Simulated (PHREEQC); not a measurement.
Na2SO4 is added in steps, without added water, to 1 kg of water holding 0.0013 mol Cu(BF4)2, 3.4e-05 mol HNO3 and 0.0001 mol NaCl, at 25 °C. O2 is buffered at 0.21 atm. The system is closed to CO2. Solids allowed: Cu(OH)2, Brochantite, Antlerite, Atacamite, Cu2(OH)3NO3, Halite, Mirabilite, Chalcanthite, CuF2:2H2O. Others were left out.

Base run: PHREEQC, ion-association model, wateq4f.dat. Each further column changes one thing. The table gives NaSO4- (mol/kgw).

```csv
Na2SO4 added (mol),base,Davies equation for every ion,database phreeqc.dat,all activity coefficients set to 1,Debye-Hückel limiting law
0,0,0,0,0,0
0.0031,5.27e-5,5.25e-5,5.27e-5,7.52e-5,4.93e-5
0.00775,0.000283,0.000281,0.000284,0.000465,0.000248
0.0124,0.000649,0.000644,0.000649,0.00116,0.000534
0.0155,0.000952,0.000946,0.000954,0.00177,0.000756
0.0186,0.00130,0.00129,0.00130,0.00249,0.000993
0.02325,0.00188,0.00188,0.00189,0.00376,0.00137
0.0279,0.00255,0.00255,0.00255,0.00522,0.00176
0.031,0.00302,0.00303,0.00303,0.00629,0.00203
```

Real BF4- forms and hydrolyses slowly; the run takes it at equilibrium. phreeqc.dat and wateq4f.dat share most of their constants, so their agreement is no independent check. Solids allowed in the column 'database phreeqc.dat': Halite.
